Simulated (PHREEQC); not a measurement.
Model water analysis in mg/L, 48 °C, pH 1.96, pe 11.9: Na 56.4; K 11.8; Ca 145; Mg 72.1; Cl 214; S(6) as SO4 1540; Br 2.56; Zn 0.243.

Valence states are taken as typed.

Model: ion-association model, phreeqc.dat, run in PHREEQC.

Precipitation was switched off in this run.

Problem. What ionic strength, charge-balance error, specific conductance does the model give?

Solution. ionic strength 0.0366 mol/kgw; charge-balance error -4.4 %; specific conductance 9420 µS/cm.

Problem. In which forms is Zn present?

Solution. Zn+2 68 %, ZnSO4 30 %, Zn(SO4)2-2 1.4 %, ZnCl+ 1.4 % of the Zn.

Away from 25 °C the constants follow the database's enthalpies or fits; those with neither stay at their 25 °C values.
